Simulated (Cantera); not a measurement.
Premixed flame

A freely propagating, adiabatic, planar premixed flame of 46.8 % H₂, 10.6 % O₂, 40.0 % N₂, 2.62 % H₂O, equivalence ratio 2.2, unburnt at 700 K and 0.257 atm; mixture-averaged transport, grid criteria slope 0.08 and curve 0.16, no radiation.

Computed with Cantera and the H2/O2 subset of GRI-Mech 3.0, which has no nitrogen chemistry. Burning velocities carry a grid error of a few per cent, more on coarse grids.

```tsv
z (mm)	T (K)	u (m/s)	x H₂	x O₂	x H₂O	x O	x H₂O₂	x HO₂
-8.40	700	9.95	0.468	0.106	0.0262	<1e-8	<1e-8	<1e-8
-5.60	700	9.95	0.468	0.106	0.0262	<1e-8	<1e-8	<1e-8
-4.20	700	9.95	0.468	0.106	0.0262	<1e-8	<1e-8	1.49e-8
-2.80	700	9.95	0.468	0.106	0.0262	1.24e-8	<1e-8	1.02e-6
-1.40	709	10.1	0.466	0.106	0.0269	1.25e-5	3.38e-7	6.07e-5
-0.700	823	11.6	0.442	0.102	0.0387	0.000329	4.26e-7	4.48e-5
0	1161	15.9	0.315	0.0579	0.130	0.00391	4.31e-7	1.84e-5
0.700	1396	19.0	0.219	0.00713	0.230	0.00280	2.74e-7	2.20e-6
1.40	1487	20.1	0.213	0.00131	0.243	0.00183	2.21e-7	3.80e-7
2.80	1590	21.4	0.222	0.000836	0.245	0.00166	1.84e-7	2.24e-7
5.60	1706	22.7	0.233	0.000673	0.248	0.00141	1.27e-7	1.69e-7
11.2	1828	24.1	0.244	0.000481	0.251	0.00106	7.37e-8	1.18e-7
22.4	1945	25.4	0.254	0.000299	0.254	0.000686	3.91e-8	7.74e-8
```
x: mole fraction of selected species; z is measured from the peak of heat release.

The laminar burning velocity comes out as 995 cm/s, the thermal thickness is 2.80 mm and the peak x(O) comes out as 0.00445. The peak x(H₂O₂) comes out as 5.02e-7 and the peak x(HO₂) is 6.09e-5. The grid points is 140.
